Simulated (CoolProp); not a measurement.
Computed with CoolProp (reference Helmholtz-energy equation of state, Schroeder 2014).

Q: For ethanol, give the phase and the density (kg/m³), cp (kJ/(kg K)), speed of sound (m/s), conductivity (mW/(m K)) at 1.75 °C and 7320 kPa.

A: 
- 1.75 °C and 7320 kPa: liquid; density 811, cp 2.26, speed of sound 1270, conductivity 172

Thermal conductivity comes from a separate model (Assael 2013).
